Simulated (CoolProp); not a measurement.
Vapour-liquid equilibrium of carbon dioxide (1) + 1-butene (2) at 658 kPa; x and y are mole fractions of (1).

The numbers come from the multi-fluid Helmholtz-energy mixture model, Span 1996 and Lemmon 2005; pair parameters Bell 2016 in CoolProp.

```
x     bubble temperature, mixture model (K)  bubble temperature, Raoult's law (K)  y, mixture model  y, Raoult's law
----  -------------------------------------  ------------------------------------  ----------------  ---------------
0.05                                  303.1                                 301.4             0.467            0.527
0.2                                   260.0                                 266.3             0.890            0.879
0.35                                  242.8                                 250.0             0.955            0.951
0.5                                   234.7                                 240.1             0.974            0.976
0.65                                  230.2                                 233.0             0.983            0.988
0.8                                   226.9                                 227.7             0.990            0.995
0.95                                  223.5                                 223.5             0.997            0.999
```

The largest gap from Raoult's law is -7.2 K in bubble temperature, at x = 0.35. No azeotrope shows between x = 0.05 and 0.95.

Pair parameters are fitted to limited data, so mixtures are less certain than the pure fluids. The gap from Raoult's law changes sign with composition, which may be real or a fault of the pair parameters; it wasn't checked against measurements.
